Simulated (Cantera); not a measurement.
Adiabatic ignition

An adiabatic, constant-volume homogeneous reactor starts with CH4 : O2 : N2 = 1 : 3.85 : 34.6 (molar parts), equivalence ratio 0.52, at 1700 K and 1.01 bar.

Detailed kinetics in Cantera: GRI-Mech 3.0 (53 species, 325 reactions).

| t (s) | T (K) | P (bar) | x CH4 | x O2 | x C2H | x H2 | x OH | x NO | x C2H6 |
|---|---|---|---|---|---|---|---|---|---|
| 8.00e-6 | 1700 | 1.01 | 0.0253 | 0.0976 | <1e-12 | 9.14e-7 | 2.68e-7 | <1e-12 | 5.92e-10 |
| 3.14e-5 | 1700 | 1.01 | 0.0253 | 0.0976 | <1e-12 | 4.45e-6 | 5.21e-7 | 1.42e-12 | 5.34e-8 |
| 0.000123 | 1700 | 1.01 | 0.0251 | 0.0975 | <1e-12 | 4.11e-5 | 2.71e-6 | 1.71e-11 | 6.23e-6 |
| 0.000485 | 2191 | 1.32 | <1e-12 | 0.0464 | <1e-12 | 0.00252 | 0.00735 | 5.30e-5 | <1e-12 |
| 0.00190 | 2347 | 1.40 | <1e-12 | 0.0461 | <1e-12 | 0.000547 | 0.00392 | 0.000390 | <1e-12 |
| 0.00748 | 2347 | 1.40 | <1e-12 | 0.0456 | <1e-12 | 0.000516 | 0.00379 | 0.00127 | <1e-12 |
| 0.0294 | 2340 | 1.40 | <1e-12 | 0.0444 | <1e-12 | 0.000506 | 0.00368 | 0.00386 | <1e-12 |
| 0.115 | 2332 | 1.39 | <1e-12 | 0.0427 | <1e-12 | 0.000493 | 0.00354 | 0.00733 | <1e-12 |
| 0.454 | 2330 | 1.39 | <1e-12 | 0.0424 | <1e-12 | 0.000491 | 0.00351 | 0.00791 | <1e-12 |
| 1.78 | 2330 | 1.39 | <1e-12 | 0.0424 | <1e-12 | 0.000491 | 0.00351 | 0.00791 | <1e-12 |
| 7.00 | 2330 | 1.39 | <1e-12 | 0.0424 | <1e-12 | 0.000491 | 0.00351 | 0.00791 | <1e-12 |
x: mole fraction; the columns are a selection and need not sum to one.

The time of steepest temperature rise comes out as 0.337 ms, the temperature at 7.00 s is 2330 K and the equilibrium temperature comes out as 2330 K. The x(CH4) at 7.00 s is <1e-12 (gas-phase equilibrium <1e-12). The x(O2) at 7.00 s comes out as 0.0424 (gas-phase equilibrium 0.0424) and the x(C2H) at 7.00 s is <1e-12 (gas-phase equilibrium <1e-12).
